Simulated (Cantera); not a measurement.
What does this Cantera script print?

```python
import numpy as np
import cantera as ct

gas = ct.Solution("h2o2.yaml")
gas.TPX = 475, 17000, {'H2': 1, 'O2': 0.862, 'N2': 3.24, 'H2O': 1.2}
flame = ct.FreeFlame(gas, width=0.14)
flame.set_refine_criteria(ratio=3, slope=0.08, curve=0.16)
flame.transport_model = "mixture-averaged"
flame.solve(loglevel=0, auto=True)
z, T = flame.grid, flame.T
thick = (T[-1] - T[0]) / np.gradient(T, z).max()
show = ['H2', 'O2', 'H2O', 'H', 'O', 'H2O2']
print(f"laminar burning velocity  {flame.velocity[0] * 100:.3f} cm/s")
print(f"burnt temperature         {T[-1]:.1f} K")
print(f"thermal thickness         {thick * 1e3:.4f} mm")
print(f"grid points               {len(z)}")
z0 = z[flame.heat_release_rate.argmax()]
print(f"{'z/mm':>9s}{'T/K':>9s}{'u/(m/s)':>9s}" + "".join(f"{s:>11s}" for s in show))
rows = []
for k in (-3, -2, -1.5, -1, -0.5, -0.25, 0, 0.25, 0.5, 1, 2, 4, 8):
    zz = z0 + k * thick
    rows.append([k * thick, np.interp(zz, z, T), np.interp(zz, z, flame.velocity),
                 *(np.interp(zz, z, flame.X[gas.species_index(s)]) for s in show)])
    print(f"{rows[-1][0] * 1e3:9.3f}{rows[-1][1]:9.1f}{rows[-1][2]:9.3f}" + "".join(f"{x:11.3e}" for x in rows[-1][3:]))
```

Output:

```
laminar burning velocity  134.498 cm/s
burnt temperature         1609.0 K
thermal thickness         3.4157 mm
grid points               102
     z/mm      T/K  u/(m/s)         H2         O2        H2O          H          O       H2O2
  -10.247    475.0    1.345  1.586e-01  1.368e-01  1.904e-01  2.338e-14  1.417e-12  2.968e-11
   -6.831    475.0    1.344  1.583e-01  1.368e-01  1.905e-01  2.066e-12  1.247e-10  1.803e-09
   -5.123    475.1    1.343  1.575e-01  1.370e-01  1.907e-01  1.782e-11  1.001e-09  1.255e-08
   -3.416    476.1    1.341  1.538e-01  1.375e-01  1.917e-01  2.593e-09  2.499e-08  3.252e-07
   -1.708    529.6    1.460  1.315e-01  1.389e-01  2.013e-01  4.993e-05  6.242e-06  1.911e-05
   -0.854    734.8    1.984  9.894e-02  1.313e-01  2.298e-01  1.447e-03  1.429e-04  1.416e-05
    0.000   1008.4    2.685  5.691e-02  1.092e-01  2.799e-01  6.736e-03  1.514e-03  2.699e-06
    0.854   1205.7    3.195  2.547e-02  8.415e-02  3.248e-01  1.064e-02  3.596e-03  2.698e-06
    1.708   1316.6    3.479  1.383e-02  7.289e-02  3.444e-01  9.666e-03  4.110e-03  2.385e-06
    3.416   1425.9    3.752  8.724e-03  6.755e-02  3.561e-01  5.756e-03  3.323e-03  1.363e-06
    6.831   1511.4    3.960  5.365e-03  6.516e-02  3.645e-01  2.422e-03  2.001e-03  6.756e-07
   13.663   1565.8    4.090  2.569e-03  6.395e-02  3.707e-01  7.312e-04  9.355e-04  3.413e-07
   27.325   1593.0    4.154  9.591e-04  6.363e-02  3.741e-01  1.596e-04  3.462e-04  1.690e-07
```

Detailed kinetics in Cantera: the H2/O2 subset of GRI-Mech 3.0, which has no nitrogen chemistry. Burning velocities carry a grid error of a few per cent, more on coarse grids. Lean hydrogen flames are cellular in practice and burn faster than this planar one.
